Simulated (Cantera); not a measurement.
A perfectly stirred reactor is fed with 0.862 % H2, 99.1 % O2, at 15.8 Torr; it is held at 1323 K, and followed from long to short residence time.

Cantera simulation using GRI-Mech 3.0 (53 species, 325 reactions); the numbers are that mechanism's predictions, not measurements. Radical loss at walls, strong at low pressure, is not modelled.

One state of this run: x H2 = 3.86e-5; x O2 = 0.988; x O = 0.00289; x OH = 0.000623; x H = 6.16e-5; x H2O = 0.00827. x: mole fraction; the columns are a selection and need not sum to one.

Task: Which value of τ (s) does it belong to?
(A) 8.8
(B) 0.17
(C) 0.37
(D) 4.0

Result: C, 0.37
